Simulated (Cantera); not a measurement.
Gas mixture: NH₃ = 0.24 (molar parts), at 390000 Pa, frozen composition.

Cantera's kinetic-theory transport with the Lennard-Jones parameters of GRI-Mech 3.0, ideal gas; thermal conductivity in the mixture-averaged form. Polar gases are described roughly by these parameters. The composition is frozen, though it would react at the higher temperatures.

One state of this run: ρ (kg/m³) = 1.23; cp (J/kg/K) = 2755; μ (µPa s) = 22.6; λ (mW/m/K) = 86.5; Pr = 0.720; D (cm²/s) CH₄ = 0.248; D (cm²/s) N₂ = 0.241; D (cm²/s) NH₃ = 46.4. D: mixture-averaged diffusion coefficient of that species in the mixture.

Which value of T (K) does it belong to?
(A) 900
(B) 1400
(C) 400
(D) 650

D, 650
